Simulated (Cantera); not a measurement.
Cantera run:

```python
import numpy as np
import cantera as ct

gas_names = [...]  # 148 gases of nasa_gas.yaml made of Al, C, H, N, O
cond_names = """
    AL(cr) AL(L) ALN(s) AL2O3(a) AL2O3(L) C(gr) C6H6(L) C7H8(L) C8H18(L),n-octa H2O(s) H2O(L)
""".split()


# ... load() reads the species with a 1 bar reference pressure and builds the phases ...
atoms = {
    'Al(CH3)3': {'AL': 1, 'C': 3, 'H': 9},
    'N2O': {'N': 2, 'O': 1},
    'H2': {'H': 2},
    'NH3': {'N': 1, 'H': 3},
}
top_T = {'ALN(s)': 2750, 'C(gr)': 4500}  # K; cautious upper limits of use, not melting points


# ... equilibrate(T, P, feed) seeds the gas with the atoms and calls Mixture.equilibrate('TP', solver="vcs", rtol=1e-11, max_steps=5000) ...
results = []
feed = {'Al(CH3)3': 1, 'N2O': 29, 'H2': 4.6, 'NH3': 1.1}  # mol
P = 31  # Pa
for T in [1025, 1125, 1225, 1325, 1425, 1525, 1625, 1725]:
    mix = equilibrate(T, P, feed)
    results.append((T, P, feed, dict(zip(mix.species_names, mix.species_moles))))
    x = sorted(zip(gas.X, gas.species_names), reverse=True)
    print(f"T = {T:g} K  P = {P:g} Pa  gas = {mix.phase_moles(0):.4g} mol")
    print("   x: " + "  ".join(f"{s} {v:.3e}" for v, s in x if v > 1e-06))
    print("   condensed (mol): " + ("  ".join(f"{mix.phase(i).name} {mix.phase_moles(i):.4g}"
          for i in range(1, mix.n_phases) if mix.phase_moles(i) > 1e-12) or "none"))
```

Result:

```
T = 1025 K  P = 31 Pa  gas = 48.68 mol
   x: N2 6.071e-01  H2O 2.209e-01  O2 1.104e-01  CO2 6.163e-02  NO 2.603e-05  OH 1.766e-06
   condensed (mol): AL2O3(a) 0.5
T = 1125 K  P = 31 Pa  gas = 48.68 mol
   x: N2 6.071e-01  H2O 2.208e-01  O2 1.104e-01  CO2 6.163e-02  NO 6.755e-05  OH 9.625e-06
   condensed (mol): AL2O3(a) 0.5
T = 1225 K  P = 31 Pa  gas = 48.68 mol
   x: N2 6.070e-01  H2O 2.208e-01  O2 1.103e-01  CO2 6.163e-02  NO 1.500e-04  OH 3.981e-05
   condensed (mol): AL2O3(a) 0.5
T = 1325 K  P = 31 Pa  gas = 48.68 mol
   x: N2 6.069e-01  H2O 2.208e-01  O2 1.102e-01  CO2 6.163e-02  NO 2.953e-04  OH 1.329e-04  O 5.194e-06  H2 5.067e-06  CO 2.635e-06
   condensed (mol): AL2O3(a) 0.5
T = 1425 K  P = 31 Pa  gas = 48.68 mol
   x: N2 6.067e-01  H2O 2.206e-01  O2 1.101e-01  CO2 6.161e-02  NO 5.283e-04  OH 3.747e-04  O 2.615e-05  H2 2.487e-05  CO 1.580e-05  H 1.932e-06
   condensed (mol): AL2O3(a) 0.5
T = 1525 K  P = 31 Pa  gas = 48.69 mol
   x: N2 6.064e-01  H2O 2.202e-01  O2 1.098e-01  CO2 6.154e-02  OH 9.215e-04  NO 8.752e-04  O 1.066e-04  H2 9.923e-05  CO 7.465e-05  H 1.338e-05
   condensed (mol): AL2O3(a) 0.5
T = 1625 K  P = 31 Pa  gas = 48.73 mol
   x: N2 6.058e-01  H2O 2.192e-01  O2 1.093e-01  CO2 6.128e-02  OH 2.025e-03  NO 1.361e-03  O 3.655e-04  H2 3.338e-04  CO 2.901e-04  H 7.322e-05
   condensed (mol): AL2O3(a) 0.5
T = 1725 K  P = 31 Pa  gas = 48.81 mol
   x: N2 6.044e-01  H2O 2.171e-01  O2 1.086e-01  CO2 6.051e-02  OH 4.046e-03  NO 2.007e-03  O 1.086e-03  H2 9.722e-04  CO 9.536e-04  H 3.289e-04
   condensed (mol): AL2O3(a) 0.5
```

Method: chemical equilibrium by Gibbs-energy minimisation in Cantera with the NASA 1993 tables (ideal gas, pure condensed phases). The feed counts by its element totals alone.
